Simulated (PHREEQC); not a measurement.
# Polishing slurry liquid

Consider water at 25 °C with 0.17 mol H2SO4, 2.3e-06 mol H4SiO4 and 0.0016 mol H3BO3 per kg of water. Closed to the air; pH follows from the charge balance.

Model: Pitzer model, pitzer.dat, run in PHREEQC.

Precipitation was switched off in this run.

### Question
Predict the pH, specific conductance, density.

### Answer
pH 0.79; specific conductance 65800 µS/cm; density 1.008 g/cm³.

### Question
In which forms is S present?

### Answer
HSO4- 76 %, SO4-2 24 % of the S.
